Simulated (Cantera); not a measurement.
Feed: 1 mol C2H2, 0.091 mol H2O, 6.2 mol H2, held at 75.0 Torr.

Method: chemical equilibrium by Gibbs-energy minimisation in Cantera with the NASA 1993 tables (ideal gas, pure condensed phases). Candidate condensed phases: C, C6H6, C7H8, C8H18, H2O; 110 gas species. Equilibrium is a limit: real reactors are often held back by kinetics, nucleation or transport. All values below are at 2673 K.

Base state: H2 0.823, H 0.147, C2H2 (acetylene) 0.0176, CO 0.0114, C2H 0.000318, C4H2 0.000156, C3 6.13e-5, CH3 2.42e-5 (mole fractions); condensed: C(graphite).

Q: What changes in the equilibrium state with this change: H2O from 0.091 to 4.7 mol?

A: 
```tsv
species	before	after
H2	0.823	0.568
H2O	1.53e-8	0.165
CO	0.0114	0.129
C2H2 (acetylene)	0.0176	<1e-9
H	0.147	0.122
OH	<1e-9	0.00886
CO2	<1e-9	0.00562
O	<1e-9	0.00122
C2H	0.000318	<1e-9
C4H2	0.000156	<1e-9
C(graphite), mol	1.62	0
```

Q: What changes in the equilibrium state with this change: pressure from 75.0 Torr to 10.0 Torr?

A: 
```
species            before     after
----------------  -------  --------
H2                  0.823     0.624
H                   0.147     0.351
C2H2 (acetylene)   0.0176    0.0133
CO                 0.0114    0.0102
C                 1.54e-5  0.000115
C3                6.13e-5  0.000460
C2                5.84e-6   4.38e-5
CH3               2.42e-5   5.83e-6
C(graphite), mol     1.62      1.64
```
